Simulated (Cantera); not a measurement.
## Adiabatic ignition

An adiabatic, constant-pressure homogeneous reactor starts with 13.4 % CH₄, 16.8 % O₂, 63.0 % N₂, 6.84 % CO₂, equivalence ratio 1.6, at 1350 K and 330000 Pa.

Cantera simulation using GRI-Mech 3.0 (53 species, 325 reactions); the numbers are that mechanism's predictions, not measurements.

```
t (s)     T (K)     x CH₄      x O₂   x CO₂    x C₂H₄    x HCN
--------  -----  --------  --------  ------  --------  -------
6.00e-6    1350     0.134     0.168  0.0684  1.15e-12   <1e-12
1.45e-5    1350     0.134     0.168  0.0684  2.21e-11   <1e-12
3.51e-5    1350     0.134     0.168  0.0684  4.74e-10   <1e-12
8.50e-5    1350     0.134     0.168  0.0684   1.34e-8   <1e-12
0.000206   1350     0.134     0.168  0.0684   3.42e-7   <1e-12
0.000498   1351     0.134     0.167  0.0684   3.12e-6   <1e-12
0.00120    1354     0.133     0.167  0.0684   2.19e-5   <1e-12
0.00292    1400     0.123     0.160  0.0683  0.000647   <1e-12
0.00706    2519  4.46e-12  0.000122  0.0603    <1e-12  3.47e-8
0.0171     2518  4.52e-12  0.000120  0.0602    <1e-12  5.00e-8
0.0413     2518  4.52e-12  0.000120  0.0602    <1e-12  5.09e-8
0.100      2518  4.52e-12  0.000120  0.0602    <1e-12  5.09e-8
```
x: mole fraction; the columns are a selection and need not sum to one.

```
Quantity                                                               Value
---------------------------------  -----------------------------------------
time of steepest temperature rise                                    3.46 ms
temperature at 0.100 s                                                2518 K
equilibrium temperature                                               2518 K
x(CH₄) at 0.100 s                  4.52e-12 (gas-phase equilibrium 5.13e-12)
x(O₂) at 0.100 s                   0.000120 (gas-phase equilibrium 0.000120)
x(CO₂) at 0.100 s                      0.0602 (gas-phase equilibrium 0.0602)
```
